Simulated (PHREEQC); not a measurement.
1 kg of water holding 0.15 mol/kgw K2SO4, 0.0032 mol/kgw NaCl, 0.029 mol/kgw MgSO4 and 0.45 mol/kgw Na2SO4 is evaporated at 60 °C; the solids stay in contact with the brine. The system is closed to CO2. The run lets Arcanite, Bischofite, Bloedite, Brucite, Carnallite, Epsomite, Glaserite, Halite, Hexahydrite, Kainite, Kieserite, Leonite, Mirabilite, Misenite, Schoenite, Sylvite, Thenardite, MgCl2_4H2O precipitate or redissolve, and no other solid.

Computed with PHREEQC (Pitzer model, pitzer.dat).

```csv
water left (kg),ionic strength,water activity,Thenardite (mol),Glaserite (mol),Mg in solution (mol/kgw)
1,1.92,0.978,0,0,0.0290
0.8219,2.34,0.973,0,0,0.0353
0.6755,2.84,0.968,0,0,0.0429
0.5552,3.46,0.961,0,0,0.0522
0.4563,4.21,0.954,0,0,0.0636
0.375,5.12,0.944,0,0,0.0773
0.3082,?,0.933,0,0,0.0941
0.2533,7.58,0.919,0,0,0.114
0.2082,9.22,0.902,0,0,0.139
0.1711,10.6,0.889,0,0.0187,0.169
0.1407,12.2,?,0,0.0333,0.206
0.1156,13.0,?,0.0482,0.0447,0.251
0.09502,13.2,0.865,?,0.0544,0.305
0.07809,13.4,0.864,0.167,0.0623,0.371
0.06418,13.6,0.862,0.211,0.0688,0.452
0.05275,13.9,0.860,0.247,0.0742,0.550
0.04335,14.3,0.858,0.277,0.0786,0.669
0.03564,14.7,0.855,0.301,0.0822,0.814
0.0293,15.2,0.851,0.321,0.0852,0.990
0.02407,15.8,0.846,0.338,0.0876,1.20
0.01979,16.6,0.839,0.351,0.0896,1.47
0.01627,17.5,0.830,0.362,0.0913,1.78
```

Q: Some entries are withheld; supply them.

A: 
- 0.3082, ionic strength: 6.23
- 0.1407, water activity: 0.873
- 0.1156, water activity: 0.866
- 0.09502, Thenardite (mol): 0.113

Away from 25 °C the constants follow the database's enthalpies or fits; those with neither stay at their 25 °C values.
